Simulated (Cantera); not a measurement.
**Low-pressure radical oxidation in H2/O2**

A perfectly stirred reactor is fed with 20.6 % H₂, 79.4 % O₂, at 1.88 Torr; it is held at 1273 K, and followed from long to short residence time.

Computed with Cantera and the H2/O2 subset of GRI-Mech 3.0, which has no nitrogen chemistry. Radical loss at walls, strong at low pressure, is not modelled. The temperature is held fixed by assumption; the heat of reaction is taken as removed at once.

| τ (s) | x H₂ | x O₂ | x HO₂ | x H₂O | x H | x OH |
|---|---|---|---|---|---|---|
| 14 | 0.000917 | 0.763 | 9.58e-7 | 0.225 | 0.00133 | 0.00398 |
| 3.8 | 0.00208 | 0.754 | 1.27e-6 | 0.220 | 0.00466 | 0.00597 |
| 1.1 | 0.00420 | 0.737 | 1.46e-6 | 0.208 | 0.0139 | 0.00841 |
| 0.30 | 0.00734 | 0.709 | 1.48e-6 | 0.187 | 0.0341 | 0.0109 |
| 0.084 | 0.0102 | 0.685 | 1.40e-6 | 0.167 | 0.0548 | 0.0123 |
| 0.024 | 0.0138 | 0.677 | 1.35e-6 | 0.155 | 0.0652 | 0.0133 |
| 0.0066 | 0.0239 | 0.683 | 1.32e-6 | 0.141 | 0.0685 | 0.0148 |
x: mole fraction; the columns are a selection and need not sum to one.
